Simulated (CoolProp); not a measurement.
The numbers come from the reference Helmholtz-energy equation of state, Gao 2020 in CoolProp.

Question: For ammonia, give the phase and the Z, cv (kJ/(kg K)), viscosity (µPa s), Prandtl number at 542.4 K and 122 bar; 609.6 K and 122 bar.

Answer: 
- 542.4 K and 122 bar: supercritical; Z 0.862, cv 2.28, viscosity 20.6, Prandtl number 0.955
- 609.6 K and 122 bar: supercritical; Z 0.918, cv 2.31, viscosity 23.0, Prandtl number 0.907

Viscosity comes from a separate model (Fenghour 1995). Thermal conductivity comes from a separate model (Tufeu 1984).
